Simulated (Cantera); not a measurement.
Input: 1 mol Fe(CO)5, 0.051 mol H2, 0.37 mol N2, held at 923 K and 10.0 mbar.

Equilibrium computed with Cantera from the NASA thermochemical tables; the gas is ideal and each condensed phase is pure. Candidate condensed phases: C, C6H6, C7H8, C8H18, Fe, Fe(CO)5, FeO, Fe(OH)2, Fe(OH)3, Fe2O3, Fe3O4, H2O; 140 gas species. Condensed phases not in the tables: cementite and carbon dissolved in iron. Rates play no part.

Base state: CO 0.895, N2 0.0700, CO2 0.0253, H2 0.00951, H2O 0.000132 (mole fractions); condensed: C(graphite) + Fe(α).

Task: What changes in the equilibrium state with this change: N2 from 0.37 to 4.4 mol?

Result: 
```json
[
 {"species": "CO", "before": "0.895", "after": "0.517"},
 {"species": "N2", "before": "0.0700", "after": "0.469"},
 {"species": "CO2", "before": "0.0253", "after": "0.00842"},
 {"species": "H2O", "before": "0.000132", "after": "4.31e-5"},
 {"species": "H2", "before": "0.00951", "after": "0.00540"},
 {"species": "C(graphite), mol", "before": "0.134", "after": "0.0793"},
 {"species": "Fe(α), mol", "before": "1.00", "after": "1.00"}
]
```

Task: What changes in the equilibrium state with this change: pressure from 10.0 mbar to 1.33 mbar?

Result: 
```csv
species,before,after
CO,0.895,0.919
N2,0.0700,0.0685
H2,0.00951,0.00942
CO2,0.0253,0.00355
H2O,0.000132,1.78e-5
"C(graphite), mol",0.134,0.0193
"Fe(α), mol",1.00,1.00
```

Task: What changes in the equilibrium state with this change: temperature from 923 K to 1148.15 K?

Result: 
```tsv
species	before	after
CO	0.895	0.922
N2	0.0700	0.0683
H2	0.00951	0.00941
CO2	0.0253	0.000345
H2O	0.000132	4.16e-6
C(graphite), mol	0.134	0.00189
Fe(α), mol	1.00	1.00
```
